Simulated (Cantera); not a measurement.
Mixture: 25.7 % H₂, 15.1 % O₂, 56.8 % N₂, 2.44 % H₂O, at 1.10 bar, adiabatic and at constant volume. Ignition delay is the time to a rise of 400 K.

Detailed kinetics in Cantera: GRI-Mech 3.0 (53 species, 325 reactions). Where the delays flatten at high temperature, the 400 K rule measures the pace of heat release, not the induction time.

Problem. Predict: delay at 1175 K; delay at 1250 K; delay at 1325 K; delay at 1400 K; delay at 1475 K.

Solution. 
```json
{
  "delay at 1175 K": "50.1 µs",
  "delay at 1250 K": "33.1 µs",
  "delay at 1325 K": "24.0 µs",
  "delay at 1400 K": "18.6 µs",
  "delay at 1475 K": "15.3 µs"
}
```
